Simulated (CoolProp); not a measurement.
A closed Brayton cycle with nitrogen: compressor inlet 313.15 K and 4.6 MPa, high pressure 14.3 MPa, turbine inlet 865 K, compressor efficiency 0.89, turbine efficiency 0.85, recuperator effectiveness 0 (on enthalpy, no pinch check). Each further row changes one setting.

The numbers come from the reference Helmholtz-energy equation of state, Span 2000 in CoolProp.

```csv
case,thermal efficiency (%),net work (kJ/kg),compressor to turbine work,compressor exit (K),turbine exit (K)
as stated,16.4,76.9,0.65,449.8,673.1
turbine inlet 815 K,[?],64.0,0.69,449.8,632.5
compressor inlet 323.15 K,15.9,72.0,[?],463.9,673.1
high pressure 12.2 MPa,14.9,73.0,0.62,427.9,[?]
recuperator effectiveness 0.5,22.2,76.9,0.65,449.8,673.1
```

Q: Complete the blanks.

A: 
- turbine inlet 815 K, thermal efficiency (%): 15.6
- compressor inlet 323.15 K, compressor to turbine work: 0.67
- high pressure 12.2 MPa, turbine exit (K): 697.0
